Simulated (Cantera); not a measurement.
**Low-pressure radical oxidation in H2/O2**

An isothermal, constant-pressure homogeneous reactor starts with H2 : O2 : H2O = 0.28 : 1 : 0.0038 (molar parts), at 1423 K and 3400 Pa.

Model: the H2/O2 subset of GRI-Mech 3.0, which has no nitrogen chemistry, integrated in Cantera. Radical loss at walls, strong at low pressure, is not modelled. The temperature is held fixed by assumption; the heat of reaction is taken as removed at once.

| t (s) | x H2 | x O2 | x HO2 | x H2O2 | x OH | x H2O |
|---|---|---|---|---|---|---|
| 4.00e-5 | 0.218 | 0.779 | 5.55e-7 | 2.54e-9 | 9.55e-7 | 0.00296 |
| 0.000133 | 0.213 | 0.776 | 4.49e-6 | 3.26e-8 | 0.00113 | 0.00643 |
| 0.000443 | 0.0117 | 0.647 | 1.39e-5 | 5.25e-7 | 0.0195 | 0.172 |
| 0.00147 | 0.00932 | 0.674 | 1.47e-5 | 5.61e-7 | 0.0178 | 0.193 |
| 0.00490 | 0.00388 | 0.722 | 1.35e-5 | 5.01e-7 | 0.0118 | 0.228 |
| 0.0163 | 0.000512 | 0.747 | 5.23e-6 | 2.18e-7 | 0.00436 | 0.244 |
| 0.0543 | 5.29e-5 | 0.751 | 9.21e-7 | 6.39e-8 | 0.00141 | 0.247 |
| 0.181 | 8.01e-6 | 0.752 | 2.29e-7 | 1.90e-8 | 0.000552 | 0.248 |
| 0.601 | 1.85e-6 | 0.752 | 1.69e-7 | 7.16e-9 | 0.000266 | 0.248 |
| 2.00 | 1.02e-6 | 0.752 | 1.90e-7 | 5.19e-9 | 0.000197 | 0.248 |
x: mole fraction; the columns are a selection and need not sum to one.

Equilibrium at this temperature and pressure: H2 9.98e-7, O2 0.752, HO2 1.91e-7, H2O2 5.15e-9, OH 0.000195, H2O 0.248 (gas phase only).
